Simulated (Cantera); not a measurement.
A perfectly stirred reactor is fed with N2O : H2O = 1 : 0.0076 (molar parts), at 0.132 atm; it is held at 1250 K, and followed from long to short residence time.

Detailed kinetics in Cantera: GRI-Mech 3.0 (53 species, 325 reactions). GRI-Mech 3.0 was tuned for natural gas; its chemistry of N2O as a main component is partial and can be far from experiment. The mechanism lacks the step 2 NO + O2 → 2 NO2, which can matter for NO2 below about 1400 K. The temperature is held fixed by assumption; the heat of reaction is taken as removed at once.

```tsv
quantity	before	after
x(N2O) at τ = 16.0 s	0.176	0.0415
x(H2O) at τ = 16.0 s	0.00548	0.00514
x(O2) at τ = 16.0 s	0.244	0.303
x(H2O2) at τ = 16.0 s	9.99e-10	2.15e-9
x(OH) at τ = 16.0 s	1.31e-5	6.76e-6
x(N2O) at τ = 60.0 ms	0.974	0.875
x(H2O) at τ = 60.0 ms	0.00749	0.00724
x(O2) at τ = 60.0 ms	0.00539	0.0345
x(H2O2) at τ = 60.0 ms	6.52e-9	8.77e-9
x(OH) at τ = 60.0 ms	1.07e-5	1.38e-5
```

Question: Name the change that produced these shifts.
A) pressure from 0.132 atm to 1.00 atm
B) temperature 1250 to 1550 K
C) pressure from 0.132 atm to 0.345 atm
D) N2O 1 to 0.13 parts

Answer: A, pressure from 0.132 atm to 1.00 atm
